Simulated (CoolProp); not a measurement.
Hexamethyldisiloxane (MM) at several states: density (kg/m³) from the reference equation and from simpler models built on Tc = 518.7 K, pc = 19.31 bar, ω = 0.418; each cubic takes its own stable root.

Model: reference Helmholtz-energy equation of state, Thol 2016, in CoolProp.

| T (K) | p (bar) | phase | reference |
|---|---|---|---|
| 288.5 | 106 | liquid | 784.0 |
| 503.9 | 13.4 | gas | 82.75 |
| 427.8 | 2.31 | gas | 11.60 |
| 396.9 | 1.48 | gas | 7.874 |
| 504.2 | 0.506 | gas | 1.981 |

### Question
How far does each simpler model (van der Waals, Redlich-Kwong) lie from the reference over these 5 states: mean and median of the absolute difference, and the worst?

### Answer
- van der Waals: mean 11.0 %, median 3.4 %, worst -37.0 % at 288.5 K and 106 bar
- Redlich-Kwong: mean 3.7 %, median 1.8 %, worst -9.5 % at 288.5 K and 106 bar
